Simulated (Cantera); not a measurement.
A perfectly stirred reactor is fed with 97.5 % N₂O, 2.53 % H₂O, at 1.00 bar; it is held at 1448 K, and followed from long to short residence time.

Cantera simulation using GRI-Mech 3.0 (53 species, 325 reactions); the numbers are that mechanism's predictions, not measurements. GRI-Mech 3.0 was tuned for natural gas; its chemistry of N2O as a main component is partial and can be far from experiment. The temperature is held fixed by assumption; the heat of reaction is taken as removed at once.

Question: Predict: x(N₂O) at τ = 2.80 s; x(H₂O) at τ = 2.80 s; x(H₂) at τ = 2.80 s; x(HO₂) at τ = 2.80 s; x(N₂) at τ = 2.80 s; x(N₂O) at τ = 0.110 s; x(H₂O) at τ = 0.110 s; x(H₂) at τ = 0.110 s; x(HO₂) at τ = 0.110 s; x(N₂) at τ = 0.110 s.

Answer: 
```json
{
 "x(N₂O) at τ = 2.80 s": "0.0123",
 "x(H₂O) at τ = 2.80 s": "0.0171",
 "x(H₂) at τ = 2.80 s": "1.59e-7",
 "x(HO₂) at τ = 2.80 s": "2.04e-7",
 "x(N₂) at τ = 2.80 s": "0.627",
 "x(N₂O) at τ = 0.110 s": "0.188",
 "x(H₂O) at τ = 0.110 s": "0.0186",
 "x(H₂) at τ = 0.110 s": "3.69e-7",
 "x(HO₂) at τ = 0.110 s": "5.83e-7",
 "x(N₂) at τ = 0.110 s": "0.490"
}
```
